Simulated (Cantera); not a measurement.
An isothermal, constant-pressure homogeneous reactor starts with 2.34 % CH₄, 97.4 % H₂, 0.224 % CO₂, at 1550 K and 0.0460 bar.

Model: GRI-Mech 3.0 (53 species, 325 reactions), integrated in Cantera. GRI-Mech 3.0 stops at C3 and has no aromatics, soot or wall deposition, so with more carbon than oxygen in the feed, carbon stays in small species such as C2H2 where larger ones or solid carbon would form. Radical loss at walls, strong at low pressure, is not modelled.

Predict: x(CH₄) at 6.00 s; x(H₂) at 6.00 s; x(CO₂) at 6.00 s; x(CH₃) at 6.00 s; x(OH) at 6.00 s.


| Quantity | Result |
|---|---|
| x(CH₄) at 6.00 s | 0.0158 (gas-phase equilibrium 0.00216) |
| x(H₂) at 6.00 s | 0.976 (gas-phase equilibrium 0.984) |
| x(CO₂) at 6.00 s | 1.89e-6 (gas-phase equilibrium 1.57e-11) |
| x(CH₃) at 6.00 s | 4.45e-5 (gas-phase equilibrium 6.53e-6) |
| x(OH) at 6.00 s | 1.03e-8 (gas-phase equilibrium <1e-12) |
